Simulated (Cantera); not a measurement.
Input: 1 mol Fe(CO)₅, 3.8 mol CO, 15 mol H₂, equilibrated at 1375 °C and 0.000130 bar.

These are equilibrium values from Cantera (NASA tables, ideal gas, pure condensed phases), not measurements of a reactor. Candidate condensed phases: C, C₆H₆, C₇H₈, C₈H₁₈, Fe, Fe(CO)₅, FeO, Fe(OH)₂, Fe(OH)₃, Fe₂O₃, Fe₃O₄, H₂O; 114 gas species. Kinetics and transport are ignored.

Base state: H₂ 0.613, CO 0.361, Fe 0.0201, H 0.00611 (mole fractions); condensed: Fe(γ).

Question: What changes in the equilibrium state with this change: temperature from 1375 °C to 552 °C?

Answer: 
```
species            before     after
----------------  -------  --------
H₂                  0.613     0.631
CO                  0.361     0.368
CO₂               4.69e-8  0.000794
Fe                 0.0201     <1e-9
H                 0.00611     <1e-9
CH₄               4.80e-9   4.68e-5
H₂O               2.55e-7  0.000381
Fe(γ), mol          0.511         0
C(graphite), mol        0    0.0268
Fe(α), mol              0      1.00
```
Condensed phases not in the tables: cementite and carbon dissolved in iron.
